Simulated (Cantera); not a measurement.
Gas mixture: N₂ = 0.53 (molar parts), at 57.8 Torr, frozen composition.

Cantera's kinetic-theory transport with the Lennard-Jones parameters of GRI-Mech 3.0, ideal gas; thermal conductivity in the mixture-averaged form.

D: mixture-averaged diffusion coefficient of that species in the mixture.

| T (K) | ρ (kg/m³) | cp (J/kg/K) | μ (µPa s) | λ (mW/m/K) | Pr | D (cm²/s) NH₃ | D (cm²/s) N₂ | D (cm²/s) NO |
|---|---|---|---|---|---|---|---|---|
| 400 | 0.0649 | 1047 | 22.3 | 32.8 | 0.713 | 5.03 | 0.000 | 4.46 |
| 550 | 0.0472 | 1065 | 27.9 | 42.1 | 0.706 | 9.03 | 0.000 | 7.68 |
| 700 | 0.0371 | 1095 | 32.8 | 51.2 | 0.702 | 13.9 | 0.000 | 11.5 |
| 850 | 0.0305 | 1134 | 37.3 | 60.0 | 0.705 | 19.5 | 0.000 | 16.0 |
| 1000 | 0.0259 | 1169 | (withheld) | (withheld) | 0.708 | (withheld) | 0.000 | (withheld) |
| 1150 | 0.0226 | 1195 | 45.5 | 76.9 | 0.707 | 32.9 | 0.000 | 26.5 |
| 1300 | 0.0200 | 1218 | 49.2 | 84.8 | 0.706 | 40.5 | 0.000 | 32.4 |
| 1450 | 0.0179 | 1237 | 52.8 | 92.6 | 0.706 | 48.7 | 0.000 | 38.9 |
| 1600 | 0.0162 | 1253 | 56.3 | 100 | 0.705 | (withheld) | 0.000 | (withheld) |

Task: Complete the blanks.

Result: 
- 1000, μ (µPa s): 41.5
- 1000, λ (mW/m/K): 68.6
- 1000, D (cm²/s) NH₃: 25.9
- 1000, D (cm²/s) NO: 21.0
- 1600, D (cm²/s) NH₃: 57.5
- 1600, D (cm²/s) NO: 45.8
